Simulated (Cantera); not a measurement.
A closed system holds: 1 mol SiH4, 0.088 mol C2H4, 370 mol H2, 0.94 mol C3H8, held at 2473.15 K and 100 Torr.

These are equilibrium values from Cantera (NASA tables, ideal gas, pure condensed phases), not measurements of a reactor. Candidate condensed phases: C, C6H6, C7H8, C8H18, Si, SiC; 87 gas species. Gases not in the tables: Si2H6 and higher silanes. Equilibrium is a limit: real reactors are often held back by kinetics, nucleation or transport.

Base state: H2 0.935, H 0.0591, C2H2 (acetylene) 0.00359, Si 0.00201, SiH 0.000196, SiC2 0.000193, SiH2 6.01e-5, Si2C 5.23e-5 (mole fractions); condensed: gas only.

### Question
What changes in the equilibrium state with this change: SiH4 replaced by CH3SiH3?

### Answer
```csv
species,before,after
H2,0.935,0.934
H,0.0591,0.0590
C2H2 (acetylene),0.00359,0.00479
Si,0.00201,0.00195
C4H2,5.70e-6,1.01e-5
C2H,1.54e-5,2.05e-5
SiC2,0.000193,0.000249
CH3,1.32e-5,1.52e-5
```
The feed counts by its element totals alone.
